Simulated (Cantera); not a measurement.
What does this Cantera script print?

```python
import numpy as np
import cantera as ct

gas_names = """
    Fe H H2 H2S N NH NH2 NH3 N2 N2H2 N2H4 S SH SN S2 S8
""".split()
cond_names = """
    Fe(a) Fe(c) Fe(d) Fe(L) FeS(a) FeS(b) FeS(c) FeS(L) FeS2(s) S(cr1) S(cr2) S(L)
""".split()


# ... load() reads the species with a 1 bar reference pressure and builds the phases ...
atoms = {
    'FeS': {'Fe': 1, 'S': 1},
    'H2': {'H': 2},
    'N2': {'N': 2},
}
top_T = {'FeS2(s)': 1010}  # K; cautious upper limits of use, not melting points


# ... equilibrate(T, P, feed) seeds the gas with the atoms and calls Mixture.equilibrate('TP', solver="vcs", rtol=1e-11, max_steps=5000) ...
results = []
feed = {'FeS': 1, 'H2': 8.4, 'N2': 0.92}  # mol
P = 91  # Pa
for T in [798, 948, 1098, 1248, 1398, 1548, 1698, 1848, 1998]:
    mix = equilibrate(T, P, feed)
    results.append((T, P, feed, dict(zip(mix.species_names, mix.species_moles))))
    x = sorted(zip(gas.X, gas.species_names), reverse=True)
    print(f"T = {T:g} K  P = {P:g} Pa  gas = {mix.phase_moles(0):.4g} mol")
    print("   x: " + "  ".join(f"{s} {v:.3e}" for v, s in x if v > 0.0001))
    print("   condensed (mol): " + ("  ".join(f"{mix.phase(i).name} {mix.phase_moles(i):.4g}"
          for i in range(1, mix.n_phases) if mix.phase_moles(i) > 1e-12) or "none"))
```

Output:

```
T = 798 K  P = 91 Pa  gas = 9.32 mol
   x: H2 9.012e-01  N2 9.871e-02  H2S 1.352e-04
   condensed (mol): Fe(a) 0.00126  FeS(c) 0.9987
T = 948 K  P = 91 Pa  gas = 9.32 mol
   x: H2 9.006e-01  N2 9.871e-02  H2S 6.436e-04
   condensed (mol): Fe(a) 0.005999  FeS(c) 0.994
T = 1098 K  P = 91 Pa  gas = 9.32 mol
   x: H2 8.993e-01  N2 9.871e-02  H2S 2.026e-03
   condensed (mol): Fe(a) 0.01894  FeS(c) 0.9811
T = 1248 K  P = 91 Pa  gas = 9.322 mol
   x: H2 8.962e-01  N2 9.870e-02  H2S 4.916e-03  S2 1.335e-04
   condensed (mol): Fe(c) 0.04881  FeS(c) 0.9512
T = 1398 K  P = 91 Pa  gas = 9.356 mol
   x: H2 8.878e-01  N2 9.834e-02  H2S 9.666e-03  S2 3.418e-03  SH 5.779e-04  H 1.478e-04
   condensed (mol): Fe(c) 0.1598  FeS(c) 0.84
T = 1548 K  P = 91 Pa  gas = 9.677 mol
   x: H2 8.522e-01  N2 9.507e-02  S2 3.387e-02  H2S 1.372e-02  SH 3.310e-03  H 9.423e-04  Fe 4.426e-04  S 4.260e-04
   condensed (mol): Fe(c) 0.8202  FeS(L) 0.1755
T = 1698 K  P = 91 Pa  gas = 9.878 mol
   x: H2 8.370e-01  N2 9.313e-02  S2 4.245e-02  H2S 8.098e-03  Fe 6.692e-03  SH 6.109e-03  H 4.385e-03  S 2.119e-03
   condensed (mol): Fe(d) 0.9339
T = 1848 K  P = 91 Pa  gas = 10.58 mol
   x: H2 7.778e-01  N2 8.696e-02  Fe 6.264e-02  S2 3.745e-02  H 1.550e-02  SH 8.466e-03  S 6.951e-03  H2S 4.197e-03
   condensed (mol): Fe(L) 0.3373
T = 1998 K  P = 91 Pa  gas = 11.16 mol
   x: H2 7.227e-01  Fe 8.961e-02  N2 8.244e-02  H 4.521e-02  S2 2.955e-02  S 1.789e-02  SH 1.040e-02  H2S 2.225e-03
   condensed (mol): none
```

These are equilibrium values from Cantera (NASA tables, ideal gas, pure condensed phases), not measurements of a reactor. Metal and sulfide melt together well below either melting point, which pure phases cannot show. Mutual solubility and eutectic melting of coexisting phases are not modelled. FeS: taken at fixed stoichiometry. Gases not in the tables: S3 to S7.
